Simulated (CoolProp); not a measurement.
Computed with CoolProp (reference Helmholtz-energy equation of state, Schmidt 1985).

Give the vapour pressure (kPa), liquid density (kg/m³), vapour density (kg/m³), vapour viscosity (µPa s) of saturated oxygen at 116, 131.3 K.


| T (K) | p (kPa) | liquid density (kg/m³) | vapour density (kg/m³) | vapour viscosity (µPa s) |
|---|---|---|---|---|
| 116 | 804 | 999 | 31.0 | 9.06 |
| 131.3 | 1860 | 892 | 73.3 | 10.6 |

Viscosity comes from a separate model (Lemmon 2004).
